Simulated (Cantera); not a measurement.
Mixture: CH₄ : C₂H₆ : O₂ : N₂ : H₂O = 1 : 0.11 : 1.7 : 4.7 : 2.8 (molar parts), at 10.0 bar, adiabatic and at constant volume. Ignition delay is the time to a rise of 400 K.

Computed with Cantera and GRI-Mech 3.0 (53 species, 325 reactions).

Problem. Predict: delay at 1275 K; delay at 1325 K; delay at 1375 K; delay at 1425 K; delay at 1475 K; delay at 1525 K; delay at 1575 K; apparent activation energy between 1475 and 1575 K.

Solution. 
| Item | Result |
|---|---|
| delay at 1275 K | 0.392 ms |
| delay at 1325 K | 0.246 ms |
| delay at 1375 K | 0.160 ms |
| delay at 1425 K | 0.107 ms |
| delay at 1475 K | 72.9 µs |
| delay at 1525 K | 50.0 µs |
| delay at 1575 K | 34.5 µs |
| apparent activation energy between 1475 and 1575 K | 140 kJ/mol |
